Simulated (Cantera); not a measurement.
An adiabatic, constant-volume homogeneous reactor starts with C₃H₈ : O₂ : N₂ = 1 : 4.17 : 15.7 (molar parts), equivalence ratio 1.2, at 1575 K and 4.44 atm. Integrator tolerance rtol = 1e-08.

Computed with Cantera and GRI-Mech 3.0 (53 species, 325 reactions). GRI-Mech 3.0 was tuned for natural gas; its chemistry of propane as a main component is partial and can be far from experiment. Above 3000 K some thermodynamic fits are extrapolated.

Q: What does this change do: initial temperature 1575 to 1400 K?

A: 
| quantity | before | after |
|---|---|---|
| time of steepest temperature rise | 14.7 µs | 97.1 µs |
| temperature at 4.00 s | 3142 K | 3087 K |
| equilibrium temperature | 3142 K | 3087 K |
| x(C₃H₈) at 4.00 s | <1e-12 (gas-phase equilibrium <1e-12) | <1e-12 (gas-phase equilibrium <1e-12) |
| x(O₂) at 4.00 s | 0.00948 (gas-phase equilibrium 0.00948) | 0.00788 (gas-phase equilibrium 0.00788) |
| x(HCO) at 4.00 s | 7.01e-7 (gas-phase equilibrium 7.01e-7) | 6.07e-7 (gas-phase equilibrium 6.07e-7) |
| x(CH₂CO) at 4.00 s | <1e-12 (gas-phase equilibrium <1e-12) | <1e-12 (gas-phase equilibrium <1e-12) |
| x(H₂O) at 4.00 s | 0.124 (gas-phase equilibrium 0.124) | 0.131 (gas-phase equilibrium 0.131) |
| x(CO₂) at 4.00 s | 0.0460 (gas-phase equilibrium 0.0460) | 0.0506 (gas-phase equilibrium 0.0506) |
| x(H₂) at 4.00 s | 0.0286 (gas-phase equilibrium 0.0286) | 0.0264 (gas-phase equilibrium 0.0264) |

Q: What does this change do: pressure from 4.44 atm to 10.9 atm?

A: 
```
quantity                                                            before                                    after
---------------------------------  ---------------------------------------  ---------------------------------------
time of steepest temperature rise                                  14.7 µs                                  8.45 µs
temperature at 4.00 s                                               3142 K                                   3228 K
equilibrium temperature                                             3142 K                                   3228 K
x(C₃H₈) at 4.00 s                    <1e-12 (gas-phase equilibrium <1e-12)    <1e-12 (gas-phase equilibrium <1e-12)
x(O₂) at 4.00 s                    0.00948 (gas-phase equilibrium 0.00948)  0.00781 (gas-phase equilibrium 0.00781)
x(HCO) at 4.00 s                   7.01e-7 (gas-phase equilibrium 7.01e-7)  1.22e-6 (gas-phase equilibrium 1.22e-6)
x(CH₂CO) at 4.00 s                   <1e-12 (gas-phase equilibrium <1e-12)    <1e-12 (gas-phase equilibrium <1e-12)
x(H₂O) at 4.00 s                       0.124 (gas-phase equilibrium 0.124)      0.129 (gas-phase equilibrium 0.129)
x(CO₂) at 4.00 s                     0.0460 (gas-phase equilibrium 0.0460)    0.0488 (gas-phase equilibrium 0.0488)
x(H₂) at 4.00 s                      0.0286 (gas-phase equilibrium 0.0286)    0.0268 (gas-phase equilibrium 0.0268)
```
